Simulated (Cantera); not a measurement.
Equilibrium for sublimation and decomposition of ceramics: SiC + H₂

A closed system holds: 1 mol SiC, 0.049 mol H₂, equilibrated at 1473 K and 18.0 Pa.

Method: chemical equilibrium by Gibbs-energy minimisation in Cantera with the NASA 1993 tables (ideal gas, pure condensed phases). Candidate condensed phases: C, C₆H₆, C₇H₈, C₈H₁₈, Si, SiC; 87 gas species. Equilibrium is a limit: real reactors are often held back by kinetics, nucleation or transport.

The x(H₂) is 0.999 and the x(H) is 0.000943. The n(SiC(s)) is 1.00 mol, the gas amount comes out as 0.04902 mol and the log10 activity of C(graphite) (absent) is -0.62. The log10 activity of Si(s) (absent) is -1.57.
